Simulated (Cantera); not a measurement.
Charge: 1 mol Ti, 2.2 mol CO, 1.6 mol CO₂, held at 1123.15 K and 18.0 Torr.

These are equilibrium values from Cantera (NASA tables, ideal gas, pure condensed phases), not measurements of a reactor. Candidate condensed phases: C, Ti, TiC, TiO, TiO₂, Ti₂O₃, Ti₃O₅, Ti₄O₇; 15 gas species. The numbers say what is thermodynamically allowed, not how fast it happens.

Base state: CO 0.999, CO₂ 0.00144 (mole fractions); condensed: C(graphite) + TiO₂(rutile).

**Question.** What changes in the equilibrium state with this change: temperature from 1123.15 K to 1200 K?

**Answer.** 
| species | before | after |
|---|---|---|
| CO | 0.999 | 1.000 |
| CO₂ | 0.00144 | 0.000453 |
| C(graphite), mol | 0.405 | 0.152 |
| TiO₂(rutile), mol | 1.00 | 0 |
| Ti₄O₇(s), mol | 0 | 0.250 |
Condensed phases not in the tables: Magnéli phases beyond Ti₄O₇.
